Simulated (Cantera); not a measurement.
Charge: 1 mol toluene, 2 mol H2, 0.22 mol H2O, at 1552 °C and 7.50 Torr.

Method: chemical equilibrium by Gibbs-energy minimisation in Cantera with the NASA 1993 tables (ideal gas, pure condensed phases). The numbers say what is thermodynamically allowed, not how fast it happens.

| species | before | after |
|---|---|---|
| H2 | 0.961 | 0.598 |
| CH4 | 6.55e-6 | 0.355 |
| H2O | 8.27e-8 | 0.0460 |
| CO | 0.0341 | 0.000347 |
| H | 0.00432 | <1e-9 |
| CO2 | <1e-9 | 0.000774 |
| C2H2 (acetylene) | 0.000206 | <1e-9 |
| C(graphite), mol | 6.78 | 5.36 |
Gas species are given as mole fractions.

Q: Which change was made?
(A) pressure from 7.50 Torr to 750 Torr
(B) temperature from 1552 °C to 325 °C
(C) H2O from 0.22 to 0.64 mol
(D) H2O from 0.22 to 1.2 mol

A: B, temperature from 1552 °C to 325 °C
